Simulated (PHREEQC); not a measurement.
Consider water at 3.2 °C with 0.25 mol/kgw Na2SO4. Closed to the air; pH follows from the charge balance.

The numbers come from PHREEQC with the ion-association model, phreeqc.dat.

Question: The ionic strength comes out as 0.610 mol/kgw. What activity coefficients do SO4-2, NaSO4-, Na+ get?

Answer: SO4-2 0.20, NaSO4- 0.69, Na+ 0.73.

Precipitation was switched off in this run. Away from 25 °C the constants follow the database's enthalpies or fits; those with neither stay at their 25 °C values.
